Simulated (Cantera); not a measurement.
## NaOH + H2O + H2 (calcination and drying)

Charge: 1 mol NaOH, 9.4 mol H2O, 0.041 mol H2, equilibrated at 1 atm.

These are equilibrium values from Cantera (NASA tables, ideal gas, pure condensed phases), not measurements of a reactor. Candidate condensed phases: H2O, Na, NaOH, NaO2, Na2O, Na2O2; 16 gas species. Equilibrium is a limit: real reactors are often held back by kinetics, nucleation or transport.

From 752 °C to 1202 °C the condensed part is NaOH(l). From 1252 °C to 1302 °C nothing is condensed. The main Na-bearing gas is NaOH throughout.

```
T (°C)  x H2O    x NaOH      x Na     x H2  x Na2(OH)2      x OH      x O2     x NaO  n NaOH(l)
------  -----  --------  --------  -------  ----------  --------  --------  --------  ---------
752     0.996   7.05e-5   5.26e-7  0.00434     2.43e-6  1.75e-10    <1e-12    <1e-12      0.999
802     0.995  0.000203   2.06e-6  0.00434     6.21e-6  8.35e-10    <1e-12    <1e-12      0.998
852     0.995  0.000531   7.11e-6  0.00434     1.44e-5   3.48e-9    <1e-12  1.90e-12      0.995
902     0.994   0.00127   2.19e-5  0.00433     3.07e-5   1.28e-8  2.91e-12  1.63e-11      0.987
952     0.993   0.00281   6.09e-5  0.00430     6.10e-5   4.27e-8  2.35e-11  1.17e-10      0.972
1002    0.990   0.00581  0.000155  0.00424    0.000113   1.30e-7  1.64e-10  7.19e-10      0.941
1052    0.984    0.0113  0.000363  0.00411    0.000200   3.64e-7   1.02e-9   3.86e-9      0.885
1102    0.974    0.0209  0.000786  0.00385    0.000335   9.61e-7   5.90e-9   1.86e-8      0.784
1152    0.958    0.0369   0.00156  0.00339    0.000538   2.44e-6   3.41e-8   8.26e-8      0.611
1202    0.931    0.0625   0.00280  0.00265    0.000830   6.11e-6   2.21e-7   3.52e-7      0.322
1252    0.903    0.0897   0.00405  0.00191    0.000963   1.51e-5   1.53e-6   1.26e-6          0
1302    0.903    0.0900   0.00443  0.00173    0.000567   3.25e-5   6.50e-6   2.68e-6          0
```
x: gas mole fraction; n: condensed amount in mol.
